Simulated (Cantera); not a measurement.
Feed: 1 mol MgO, 26 mol HCl, 0.6 mol H2, at 22.0 mbar.

These are equilibrium values from Cantera (NASA tables, ideal gas, pure condensed phases), not measurements of a reactor. Candidate condensed phases: H2O, Mg, MgCl2, MgO, Mg(OH)2; 22 gas species. Kinetics and transport are ignored. All values below are at 1598 K.

Base state: HCl 0.900, MgCl2 0.0376, H2O 0.0376, H2 0.0234, Cl 0.00167, H 5.48e-5 (mole fractions); condensed: gas only.

Problem. What changes in the equilibrium state with this change: H2 from 0.6 to 24 mol?

Solution. 
```tsv
species	before	after
H2	0.0234	0.480
HCl	0.900	0.480
H2O	0.0376	0.0200
MgCl2	0.0376	0.0200
Cl	0.00167	0.000197
H	5.48e-5	0.000249
```
